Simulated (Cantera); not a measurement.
Input: 1 mol C2H4, 0.11 mol H2O, 46 mol N2.

Cantera equilibrium calculation (NASA polynomials, part measured and part estimated; ideal gas, pure solids and liquids). Candidate condensed phases: C, C6H6, C7H8, C8H18, H2O; 136 gas species. The ideal-gas law is rough above about 30 bar. The numbers say what is thermodynamically allowed, not how fast it happens.

What condenses at these points (T in °C, P in Pa): (2277, 10); (1227, 220); (1827, 4600); (1977, 460000); (2127, 4600)?


```
T (°C)  P in Pa  condensed phases  C condensed (%)
------  -------  ----------------  ---------------
2277         10          gas only              0.0
1227        220                 C             94.0
1827       4600                 C             83.4
1977     460000                 C             75.9
2127       4600                 C             67.5
```
